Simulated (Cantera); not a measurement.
A freely propagating, adiabatic, planar premixed flame of CH4 : O2 : N2 = 1 : 1.43 : 5.37 (molar parts), equivalence ratio 1.4, unburnt at 375 K and 760 Torr; mixture-averaged transport, grid criteria slope 0.08 and curve 0.16, no radiation.

Detailed kinetics in Cantera: GRI-Mech 3.0 (53 species, 325 reactions). Burning velocities carry a grid error of a few per cent, more on coarse grids.

### Question
What does this change do: inlet temperature 375 to 450 K?

### Answer
| quantity | before | after |
|---|---|---|
| laminar burning velocity | 23.2 cm/s | 35.7 cm/s |
| thermal thickness | 0.802 mm | 0.660 mm |
| peak x(OH) | 0.000864 | 0.00131 |
| peak x(HCN) | 5.01e-5 | 5.34e-5 |
| peak x(O) | 9.85e-5 | 0.000144 |

### Question
What does this change do: inlet temperature 375 to 625 K?

### Answer
| quantity | before | after |
|---|---|---|
| laminar burning velocity | 23.2 cm/s | 82.4 cm/s |
| thermal thickness | 0.802 mm | 0.459 mm |
| peak x(OH) | 0.000864 | 0.00275 |
| peak x(HCN) | 5.01e-5 | 5.53e-5 |
| peak x(O) | 9.85e-5 | 0.000316 |
